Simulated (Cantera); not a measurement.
Charge: 1 mol Fe2O3, 1.9 mol C, 1 mol H2, held at 0.290 bar.

Equilibrium computed with Cantera from the NASA thermochemical tables; the gas is ideal and each condensed phase is pure. Candidate condensed phases: C, C6H6, C7H8, C8H18, Fe, Fe(CO)5, FeO, Fe(OH)2, Fe(OH)3, Fe2O3, Fe3O4, H2O; 114 gas species. Mutual solubility and eutectic melting of coexisting phases are not modelled. The tables' stoichiometric FeO is somewhat more stable than real wüstite, so its field is too wide. FeO: taken at fixed stoichiometry. The numbers say what is thermodynamically allowed, not how fast it happens.

Q: At 1548 K, list the 5 most abundant gas species with their mole fractions, and the condensed phases.

A: CO 0.566, H2 0.240, H2O 0.105, CO2 0.0889, H 2.80e-5. Condensed: Fe(γ) + FeO(s).
